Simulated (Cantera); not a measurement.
Charge: 1 mol borazine, 0.39 mol O₂, equilibrated at 0.310 bar.

These are equilibrium values from Cantera (NASA tables, ideal gas, pure condensed phases), not measurements of a reactor. Candidate condensed phases: B, BN, B₂O₃, B₃O₃H₃, H₂O; 39 gas species. The feed counts by its element totals alone. Mutual solubility and eutectic melting of coexisting phases are not modelled. Gases not in the tables: H₃BO₃. Kinetics and transport are ignored.

Task: At 1675 K, list the 4 most abundant gas species with their mole fractions, and the condensed phases.

Result: H₂ 0.905, N₂ 0.0782, HBO₂ 0.00752, HBO 0.00518. Condensed: BN(s) + B₂O₃(l).
